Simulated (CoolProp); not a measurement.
Vapour-liquid equilibrium of C2F6 (R116) (1) + R22 (2) at -26.15 °C; x and y are mole fractions of (1).

Values from CoolProp's multi-fluid Helmholtz-energy mixture model, Lemmon 2006 and Kamei 1995; pair parameters Bell 2016.

Task: Give the bubble pressure and the first vapour's composition at x = 0.65, 0.8, 0.95. Is there an azeotrope?

Result: x = 0.65: 0.7747 MPa, y = 0.815; x = 0.8: 0.8200 MPa, y = 0.869; x = 0.95: 0.8572 MPa, y = 0.958. No azeotrope shows between x = 0.05 and 0.95.

Pair parameters are fitted to limited data, so mixtures are less certain than the pure fluids. With so large a gap from Raoult's law the liquid may split in two, which this calculation doesn't test in full.
